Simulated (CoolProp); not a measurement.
The fluid at 293.15 K and 14.3 MPa is throttled through a valve to 0.465 MPa with no heat exchange. The same conditions are run with several fluids, on thermodynamics alone (safety and materials aside).

Computed with CoolProp (reference Helmholtz-energy equation of state of each fluid (tetrahydrofuran: Fiedler 2023; n-undecane: Aleksandrov 2011; R404A: Lemmon 2003; ethylbenzene: Zhou 2012; ammonia: Gao 2020)). Blends and air are pseudo-pure fits.

```json
[
 {"fluid": "tetrahydrofuran", "temperature change (K)": "+5.9", "final phase": "liquid", "final density (kg/m³)": "881"},
 {"fluid": "n-undecane", "temperature change (K)": "+6.0", "final phase": "liquid", "final density (kg/m³)": "736"},
 {"fluid": "R404A", "temperature change (K)": "-28.2", "final phase": "two-phase, vapour fraction 0.233", "final density (kg/m³)": "95.0"},
 {"fluid": "ethylbenzene", "temperature change (K)": "+6.5", "final phase": "liquid", "final density (kg/m³)": "861"},
 {"fluid": "ammonia", "temperature change (K)": "-17.8", "final phase": "two-phase, vapour fraction 0.072", "final density (kg/m³)": "47.9"}
]
```
